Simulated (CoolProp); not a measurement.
Properties of 1-butene along the isobar 1.68 MPa (Tc = 146.1 °C, pc = 4.006 MPa, ω = 0.192).

Values from CoolProp's reference Helmholtz-energy equation of state, Lemmon 2005. It is a short technical equation, of lower accuracy than the large ones.

```tsv
T (°C)	phase	expansivity (1/kK)	fugacity coefficient
129.35	gas	4.987	0.8365
138.05	gas	4.565	0.8477
146.85	gas	4.222	0.8579
155.55	gas	3.942	0.8672
164.35	gas	3.704	0.8757
173.05	gas	3.502	0.8835
181.85	gas	3.324	0.8908
190.55	gas	3.170	0.8974
199.35	gas	3.032	0.9036
208.05	gas	2.910	0.9093
216.85	gas	2.798	?
225.55	gas	2.698	?
234.35	gas	2.606	?
243.05	gas	2.522	0.9284
251.85	gas	2.444	0.9325
```

Q: Some entries are withheld; supply them.

A: 
- 216.85, fugacity coefficient: 0.9146
- 225.55, fugacity coefficient: 0.9195
- 234.35, fugacity coefficient: 0.9241
